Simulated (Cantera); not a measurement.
Input: 1 mol SiH4, 5.3 mol NO, 6.6 mol N2, at 1225 °C and 51.0 Pa.

Equilibrium computed with Cantera from the NASA thermochemical tables; the gas is ideal and each condensed phase is pure. Candidate condensed phases: H2O, Si, SiO2, Si2N2O, Si3N4; 35 gas species. The tables hold silica as quartz up to 1696 K and as liquid above; real silica turns to tridymite and cristobalite and melts near 1996 K. Kinetics and transport are ignored.

**Question.** What is the equilibrium state?

**Answer.** 
```json
{
 "x(N2)": "0.777",
 "x(H2O)": "0.168",
 "x(O2)": "0.0542",
 "x(NO)": "0.000612",
 "x(OH)": "0.000473",
 "x(H2)": "5.89e-5",
 "x(O)": "4.08e-5",
 "x(H)": "5.85e-6",
 "n(SiO2(β-quartz))": "1.00 mol",
 "gas_amount": "11.90 mol",
 "log10 activity of Si(s) (absent)": "-17.89"
}
```
